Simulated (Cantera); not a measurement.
Charge: 1 mol B2O3, 1.7 mol O2, 170 mol H2, held at 0.00140 bar.

Method: chemical equilibrium by Gibbs-energy minimisation in Cantera with the NASA 1993 tables (ideal gas, pure condensed phases). Candidate condensed phases: B, B2O3, B3O3H3, H2O; 23 gas species. Equilibrium is a limit: real reactors are often held back by kinetics, nucleation or transport. All values below are at 1277 °C.

Base state: H2 0.973, H2O 0.0149, HBO2 0.0105, H 0.000830, HBO 0.000508, B2O3 0.000315, BO 1.05e-5 (mole fractions); condensed: gas only.

### Question
What changes in the equilibrium state with this change: B2O3 replaced by BF3?

### Answer
```json
[
 {"species": "H2", "before": "0.973", "after": "0.968"},
 {"species": "HF", "before": "0", "after": "0.0131"},
 {"species": "H2O", "before": "0.0149", "after": "0.0125"},
 {"species": "HBO2", "before": "0.0105", "after": "0.00143"},
 {"species": "BOF", "before": "0", "after": "0.00429"},
 {"species": "B2O3", "before": "0.000315", "after": "6.85e-6"},
 {"species": "HBO", "before": "0.000508", "after": "8.13e-5"},
 {"species": "BO", "before": "1.05e-5", "after": "1.69e-6"},
 {"species": "H", "before": "0.000830", "after": "0.000828"}
]
```
